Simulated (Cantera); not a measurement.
What does this Cantera script print?

```python
import numpy as np
import cantera as ct

gas_names = """
    AL ALN ALO ALO2 AL2 AL2O AL2O2 N NO NO2 NO3 N2 N2O O O2 O3
""".split()
cond_names = """
    AL(cr) AL(L) ALN(s) AL2O3(a) AL2O3(L)
""".split()


# ... load() reads the species with a 1 bar reference pressure and builds the phases ...
atoms = {
    'Al': {'AL': 1},
    'N2O': {'N': 2, 'O': 1},
    'N2': {'N': 2},
}
top_T = {'ALN(s)': 2750}  # K; cautious upper limits of use, not melting points


# ... equilibrate(T, P, feed) seeds the gas with the atoms and calls Mixture.equilibrate('TP', solver="vcs", rtol=1e-11, max_steps=5000) ...
results = []
feed = {'Al': 1, 'N2O': 1.4, 'N2': 98}  # mol
T = 2148  # K
P = 330  # Pa
mix = equilibrate(T, P, feed)
results.append((T, P, feed, dict(zip(mix.species_names, mix.species_moles))))
print(gas.report(threshold=1e-05))
for i in range(1, mix.n_phases):
    print(f"{mix.phase(i).name:16s} {mix.phase_moles(i):12.5e} mol")
```

It prints:

```
       temperature   2148 K
          pressure   330 Pa
           density   0.00051769 kg/m^3
  mean mol. weight   28.017 kg/kmol
   phase of matter   gas

                          1 kg             1 kmol
                     ---------------   ---------------
          enthalpy        2.1989e+06        6.1607e+07  J
   internal energy        1.5615e+06        4.3747e+07  J
           entropy             10785        3.0216e+05  J/K
    Gibbs function       -2.0967e+07       -5.8744e+08  J
 heat capacity c_p              1294             36253  J/K
 heat capacity c_v            997.21             27939  J/K

                      mass frac. Y      mole frac. X     chem. pot. / RT
                     ---------------   ---------------   ---------------
                AL        0.00054084        0.00056159           -17.339
               ALO        2.3592e-05        1.5379e-05           -44.022
              AL2O        0.00020065        8.0353e-05           -61.361
                N2           0.99923           0.99934           -32.898
     [  +12 minor]        4.7466e-06        5.7173e-06

AL(L)             0.00000e+00 mol
ALN(s)            0.00000e+00 mol
AL2O3(a)          4.63303e-01 mol
```

Equilibrium computed with Cantera from the NASA thermochemical tables; the gas is ideal and each condensed phase is pure.
